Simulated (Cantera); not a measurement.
Input: 1 mol HCl, 9.8 mol H2O, 50 mol N2, held at 2750 K and 0.900 Torr.

Method: chemical equilibrium by Gibbs-energy minimisation in Cantera with the NASA 1993 tables (ideal gas, pure condensed phases). Candidate condensed phases: H2O, NH4Cl; 29 gas species. Kinetics and transport are ignored.

Base state: N2 0.633, H 0.223, O 0.0973, H2 0.0127, Cl 0.0117, OH 0.00879, O2 0.00575, NO 0.00508 (mole fractions); condensed: gas only.

### Question
What changes in the equilibrium state with this change: pressure from 0.900 Torr to 2.40 Torr?

### Answer
```csv
species,before,after
N2,0.633,0.655
H,0.223,0.189
O,0.0973,0.0785
H2,0.0127,0.0244
OH,0.00879,0.0160
Cl,0.0117,0.0111
H2O,0.00187,0.00770
HCl,0.000968,0.00207
O2,0.00575,0.00998
N,5.52e-5,3.44e-5
NO,0.00508,0.00681
```
